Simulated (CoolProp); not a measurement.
CH3F (R41) along the isobar 1.24 MPa: density (kg/m³) from the reference equation and from simpler models built on Tc = 317.3 K, pc = 5.906 MPa, ω = 0.200; each cubic takes its own stable root.

The numbers come from the reference Helmholtz-energy equation of state, Lemmon 2006 in CoolProp. It is a short technical equation, of lower accuracy than the large ones.

| T (K) | phase | reference | van der Waals | Redlich-Kwong | Peng-Robinson |
|---|---|---|---|---|---|
| 152.7 | liquid | 964.9 | ? | 751.1 | ? |
| 165.4 | liquid | 941.0 | 495.0 | ? | ? |
| 178.1 | liquid | 916.4 | 483.2 | 713.3 | 818.6 |
| 190.7 | liquid | 891.2 | 470.8 | 692.4 | 798.2 |
| 203.4 | liquid | 864.6 | ? | 669.7 | 775.5 |
| 216.1 | liquid | 836.6 | 442.6 | 644.9 | 750.3 |
| 228.8 | liquid | ? | ? | 617.7 | 722.0 |
| 241.5 | liquid | 774.3 | 24.30 | 587.4 | 689.9 |
| 254.2 | liquid | ? | 22.63 | 23.54 | 652.6 |

Q: Some entries are withheld; supply them.

A: 
- 152.7, van der Waals: 506.0
- 152.7, Peng-Robinson: 854.7
- 165.4, Redlich-Kwong: 732.9
- 165.4, Peng-Robinson: 837.4
- 203.4, van der Waals: 457.3
- 228.8, reference: 806.7
- 228.8, van der Waals: 26.31
- 254.2, reference: 738.4

At some of these states van der Waals, Redlich-Kwong gives the other phase, because its saturation line lies elsewhere.
